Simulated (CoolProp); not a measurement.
Properties of chlorine along the isobar 3.37 bar.

Model: reference Helmholtz-energy equation of state, Thol 2021, in CoolProp.

| T (K) | phase | Z | isothermal compressibility (1/MPa) |
|---|---|---|---|
| 197.5 | liquid | [?] | 0.0007157 |
| 206.8 | liquid | 0.008412 | 0.0007801 |
| 216 | liquid | 0.008177 | 0.0008514 |
| 225.2 | liquid | 0.007965 | 0.0009316 |
| 234.4 | liquid | 0.007774 | 0.001022 |
| 243.6 | liquid | [?] | 0.001126 |
| 252.9 | liquid | [?] | 0.001245 |
| 262.1 | liquid | 0.007311 | 0.001383 |
| 271.3 | gas | [?] | 3.172 |
| 280.5 | gas | 0.9462 | [?] |
| 289.8 | gas | 0.9520 | [?] |
| 299 | gas | [?] | 3.107 |
| 308.2 | gas | 0.9612 | 3.092 |
| 317.4 | gas | 0.9649 | 3.079 |
| 326.7 | gas | 0.9682 | [?] |

### Question
Complete the blanks.

### Answer

- 197.5, Z: 0.008678
- 243.6, Z: 0.007603
- 252.9, Z: 0.007448
- 271.3, Z: 0.9395
- 280.5, isothermal compressibility (1/MPa): 3.146
- 289.8, isothermal compressibility (1/MPa): 3.125
- 299, Z: 0.9570
- 326.7, isothermal compressibility (1/MPa): 3.068
